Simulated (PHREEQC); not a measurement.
PHREEQC input (ion-association model, wateq4f.dat):

```
SOLUTION_MASTER_SPECIES
  An  An-  0  An  62.0  # stands for a non-complexing anion
SOLUTION_SPECIES
  An- = An-
    -log_k 0
    -gamma 3.0 0
PHASES
  Fix_H+
    H+ = H+
    -log_k 0
SOLUTION 1
  temp 25
  units mmol/kgw
  pH 7 charge
  Cl 0.28
  Pb 0.14
  Na 1
  An 1
END
SELECTED_OUTPUT 1
  -reset false
  -pH true
  -pe true
  -ionic_strength true
  -water true
  -totals Cl Na Pb
  -molalities Hfo_wOH Hfo_wOH2+ Hfo_wO- Hfo_sOH Hfo_sOH2+ Hfo_sO- Hfo_sOPb+ Hfo_wOPb+
  -saturation_indices Litharge Cotunnite Laurionite Halite
USER_PUNCH 1
  -headings sigma psi
  10 PUNCH EDL("sigma", "Hfo"), EDL("psi", "Hfo")
PRINT
  -reset false
USE solution 1
SURFACE 1
  Hfo_wOH 0.00921348 600 4.1
  Hfo_sOH 0.000230337
EQUILIBRIUM_PHASES 1
  Fix_H+ -4 HAn 10
    -force_equality true
  O2(g) -0.68 10
END
# ... the last block is repeated for the other 12 points of pH, with NaOH or the acid as the point needs
```

Selected output (columns that matter, 13 of 13 rows; pH added in front):

```
pH	mu	Cl	Na	Pb	m_Hfo_wOH	m_Hfo_wOH2+	m_Hfo_wO-	m_Hfo_sOH	m_Hfo_sOH2+	si_Litharge	si_Cotunnite	si_Halite	sigma	psi
4	0.0032137	0.00028	0.001	1.4947e-05	0.0049795	0.0040947	0.00013873	5.7167e-05	4.7009e-05	-9.6568	-7.327	-8.1888	0.16186	0.19965
4.67	0.0021612	0.00028	0.001	1.373e-06	0.0063574	0.0024826	0.00037295	6.3709e-05	2.4879e-05	-9.3359	-8.3366	-8.1795	0.089016	0.17915
5.33	0.0015825	0.00028	0.001	9.8013e-08	0.0068961	0.0016608	0.00065598	6.8164e-05	1.6416e-05	-9.1514	-9.4658	-8.1734	0.04529	0.15252
6	0.0012743	0.00028	0.001	5.7726e-09	0.0070431	0.0012861	0.0008836	6.9548e-05	1.27e-05	-9.0397	-10.69	-8.1696	0.021435	0.12
6.67	0.001155	0.00028	0.0010297	3.1793e-10	0.0070699	0.001126	0.001017	6.9808e-05	1.1118e-05	-8.9819	-11.971	-8.1553	0.0098098	0.083877
7.33	0.0012261	0.00028	0.0011719	2.0682e-11	0.0070719	0.0010548	0.0010862	6.9827e-05	1.0415e-05	-8.9535	-13.264	-8.1001	0.0042484	0.046518
8	0.0012727	0.00028	0.0012644	2.0057e-12	0.0070693	0.0010106	0.0011328	6.9803e-05	9.9791e-06	-8.9349	-14.585	-8.0677	0.00065206	0.0079731
8.67	0.0013192	0.00028	0.0013536	3.5837e-13	0.0070644	0.00097088	0.0011775	6.9753e-05	9.5865e-06	-8.9175	-15.909	-8.0387	-0.0026951	-0.030648
9.33	0.0014004	0.00028	0.0014984	1.1831e-13	0.0070522	0.00091388	0.0012467	6.9633e-05	9.0236e-06	-8.8912	-17.203	-7.9956	-0.0076922	-0.068181
10	0.0016114	0.00028	0.0018382	8.0662e-14	0.0070106	0.00080719	0.0013949	6.9223e-05	7.9702e-06	-8.8373	-18.492	-7.9093	-0.017789	-0.10478
10.67	0.0022928	0.00027999	0.0028118	1.3098e-13	0.0068369	0.00060461	0.0017711	6.7508e-05	5.9699e-06	-8.7118	-19.714	-7.7318	-0.040717	-0.13763
11.33	0.0047898	0.00027999	0.0059925	8.1826e-13	0.0060898	0.0003011	0.0028215	6.013e-05	2.9731e-06	-8.4091	-20.75	-7.4219	-0.094353	-0.16174
12	0.015273	0.00027997	0.017904	4.4919e-11	0.0037433	5.9343e-05	0.0054093	3.6961e-05	5.8596e-07	-7.704	-21.429	-6.99	-0.20645	-0.17215
```
